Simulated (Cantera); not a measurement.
Input: 1 mol Al₂O₃, 2.5 mol HCl, 29 mol N₂, at 575 °C and 0.000110 bar.

Method: chemical equilibrium by Gibbs-energy minimisation in Cantera with the NASA 1993 tables (ideal gas, pure condensed phases). Candidate condensed phases: Al, AlCl₃, AlN, Al₂O₃, H₂O, NH₄Cl; 45 gas species. Condensed phases not in the tables: AlOCl. Rates play no part.

Base state: N₂ 0.921, HCl 0.0794 (mole fractions); condensed: Al₂O₃(s).

Problem. What changes in the equilibrium state with this change: temperature from 575 °C to 1650 °C?

Solution. 
```json
[
 {"species": "N₂", "before": "0.921", "after": "0.902"},
 {"species": "HCl", "before": "0.0794", "after": "0.0461"},
 {"species": "Cl", "before": "3.37e-7", "after": "0.0308"},
 {"species": "H₂", "before": "1.86e-7", "after": "0.0103"},
 {"species": "AlCl", "before": "<1e-9", "after": "0.000658"},
 {"species": "H", "before": "<1e-9", "after": "0.00911"},
 {"species": "AlOCl", "before": "<1e-9", "after": "9.95e-5"},
 {"species": "OH", "before": "<1e-9", "after": "7.09e-5"},
 {"species": "Al₂O₃(s), mol", "before": "1.000", "after": "0.987"}
]
```
The tables' values for AlCl₂ are old estimates; treat these amounts as uncertain.
